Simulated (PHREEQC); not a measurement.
A solution holds 0.12 mol/kgw CuCl2 and 6e-05 mol/kgw NaCl, at 25 °C. Closed to the air; pH follows from the charge balance.

The numbers come from PHREEQC with the ion-association model, phreeqc.dat.

### Question
The ionic strength comes out as 0.323 mol/kgw. What activity coefficients do Na+, CuCl+, Cu2(OH)2+2, Cu+2, H+ get?

### Answer
Na+ 0.73, CuCl+ 0.68, Cu2(OH)2+2 0.29, Cu+2 0.28, H+ 0.78.

No solid was allowed to form. Complexes and solids missing from the database can't appear.
